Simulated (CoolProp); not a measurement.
A Linde-Hampson liquefier for ethylene: isothermal reversible compression at 300 K from 1 atm to 25 MPa, throttling to 1 atm, return gas leaving the recuperator 10 K below the feed. Each further row changes one setting.

Model: reference Helmholtz-energy equation of state, Smukala 2000, in CoolProp.

```csv
case,liquid yield per pass,compression work (kJ/kg of gas)
as stated,0.469,386
high pressure 50 MPa,0.453,441
warm-end temperature 330 K,0.385,454
warm-end gap 15 K,0.462,386
```
